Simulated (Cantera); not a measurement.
Standard-state values (1 bar) from the NASA 1993 polynomials, evaluated with Cantera. Values are per mole of reaction as written; species without (g) are pure solids or liquids, kept so even where they would boil at 1 bar.

Question: Between 300 and 1973 K, where is each reaction favourable under standard conditions?
- 3 F(g) + Si₂C(g) = CF₃(g) + 2 Si
- 4 F(g) + Si = SiF₄(g)

Answer: 
- 3 F(g) + Si₂C(g) = CF₃(g) + 2 Si: ΔG° is -1119 kJ at 300 K and -430 kJ at 1973 K; it stays negative (K > 1). ΔH° is -1135 kJ and ΔS° -358 J/K at 1973 K.
- 4 F(g) + Si = SiF₄(g): ΔG° is -1821 kJ at 300 K and -1151 kJ at 1973 K; it stays negative (K > 1). ΔH° is -2002 kJ and ΔS° -431 J/K at 1973 K.
